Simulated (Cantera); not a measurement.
An adiabatic, constant-pressure homogeneous reactor starts with C3H8 : O2 : N2 = 1 : 2.94 : 11.1 (molar parts), equivalence ratio 1.7, at 1775 K and 1.01 bar.

Model: GRI-Mech 3.0 (53 species, 325 reactions), integrated in Cantera. GRI-Mech 3.0 was tuned for natural gas; its chemistry of propane as a main component is partial and can be far from experiment.

Task: Predict: time of steepest temperature rise; temperature at 0.300 s; equilibrium temperature; x(O2) at 0.300 s; x(NO) at 0.300 s; x(H2O) at 0.300 s.

Result: 
| Property | Value |
|---|---|
| time of steepest temperature rise | 16.6 µs |
| temperature at 0.300 s | 2829 K |
| equilibrium temperature | 2829 K |
| x(O2) at 0.300 s | 0.00106 (gas-phase equilibrium 0.00106) |
| x(NO) at 0.300 s | 0.00238 (gas-phase equilibrium 0.00238) |
| x(H2O) at 0.300 s | 0.113 (gas-phase equilibrium 0.113) |
